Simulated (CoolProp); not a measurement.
Values from CoolProp's reference Helmholtz-energy equation of state, Akasaka 2015.

**Question.** For R245fa, give the phase and the Z, cp (kJ/(kg K)), speed of sound (m/s), expansivity (1/kK) at 340.4 K and 1.44 MPa; 223.6 K and 6.95 MPa.

**Answer.** 
- 340.4 K and 1.44 MPa: liquid; Z 0.0560, cp 1.43, speed of sound 508, expansivity 2.68
- 223.6 K and 6.95 MPa: liquid; Z 0.327, cp 1.17, speed of sound 1020, expansivity 1.47
